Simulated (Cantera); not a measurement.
SiCl₄ + C₃H₈ + H₂ (silicon carbide growth)

A closed system holds: 1 mol SiCl₄, a varied amount of C₃H₈, 38 mol H₂, equilibrated at 2348 K and 0.100 bar.

These are equilibrium values from Cantera (NASA tables, ideal gas, pure condensed phases), not measurements of a reactor. Candidate condensed phases: C, C₆H₆, C₇H₈, C₈H₁₈, Si, SiC; 109 gas species. The tables' values for SiCl, SiCl₃ are old estimates; treat these amounts as uncertain. Gases not in the tables: Si₂H₆ and higher silanes. Rates play no part.

| n(C₃H₈) (mol) | x H₂ | x HCl | x H | x Si | n SiC(s) | n C(graphite) |
|---|---|---|---|---|---|---|
| 0.0042 | 0.863 | 0.0752 | 0.0363 | 0.0111 | 0 | 0 |
| 0.0068 | 0.863 | 0.0753 | 0.0363 | 0.0109 | 0 | 0 |
| 0.011 | 0.862 | 0.0755 | 0.0363 | 0.0107 | 0 | 0 |
| 0.018 | 0.862 | 0.0758 | 0.0363 | 0.0104 | 0 | 0 |
| 0.029 | 0.862 | 0.0762 | 0.0363 | 0.0101 | 0.0196 | 0 |
| 0.047 | 0.863 | 0.0769 | 0.0363 | 0.00944 | 0.0727 | 0 |
| 0.076 | 0.864 | 0.0781 | 0.0363 | 0.00848 | 0.157 | 0 |
| 0.12 | 0.864 | 0.0798 | 0.0363 | 0.00711 | 0.280 | 0 |
| 0.2 | 0.865 | 0.0827 | 0.0363 | 0.00495 | 0.478 | 0 |
| 0.33 | 0.865 | 0.0857 | 0.0363 | 0.00283 | 0.682 | 0 |
| 0.53 | 0.865 | 0.0852 | 0.0363 | 0.00231 | 0.731 | 0.405 |
x: gas mole fraction; n: condensed amount in mol.

From 0.0042 mol C₃H₈ to 0.018 mol C₃H₈ nothing is condensed. From 0.029 mol C₃H₈ to 0.33 mol C₃H₈ the condensed part is SiC(s). At 0.53 mol C₃H₈ the condensed part is C(graphite) + SiC(s). The main Si-bearing gas is Si throughout.
